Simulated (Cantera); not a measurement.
Input (Python, Cantera) and output of one run.

```python
import numpy as np
import cantera as ct

gas_names = """
    N NO NO2 NO3 N2 N2O O O2 O3 Pb PbO Pb2
""".split()
cond_names = """
    Pb(cr) Pb(L) PbO(rd) PbO(yw) PbO(L) PbO2(s) Pb3O4(s)
""".split()


# ... load() reads the species with a 1 bar reference pressure and builds the phases ...
atoms = {
    'PbO': {'Pb': 1, 'O': 1},
    'N2': {'N': 2},
}
top_T = {'Pb3O4(s)': 820}  # K; cautious upper limits of use, not melting points


# ... equilibrate(T, P, feed) seeds the gas with the atoms and calls Mixture.equilibrate('TP', solver="vcs", rtol=1e-11, max_steps=5000) ...
results = []
feed = {'PbO': 1, 'N2': 0.16}  # mol
T = 700  # K
P = 620  # Pa
mix = equilibrate(T, P, feed)
results.append((T, P, feed, dict(zip(mix.species_names, mix.species_moles))))
x = sorted(zip(gas.X, gas.species_names), reverse=True)
print(f"T = {T:g} K  P = {P:g} Pa  gas = {mix.phase_moles(0):.4g} mol")
print("   x: " + "  ".join(f"{s} {v:.3e}" for v, s in x if v > 1e-06))
print("   condensed (mol): " + ("  ".join(f"{mix.phase(i).name} {mix.phase_moles(i):.4g}"
      for i in range(1, mix.n_phases) if mix.phase_moles(i) > 1e-12) or "none"))
```

It prints:

```
T = 700 K  P = 620 Pa  gas = 0.16 mol
   x: N2 1.000e+00
   condensed (mol): PbO(rd) 1
```

Equilibrium computed with Cantera from the NASA thermochemical tables; the gas is ideal and each condensed phase is pure.
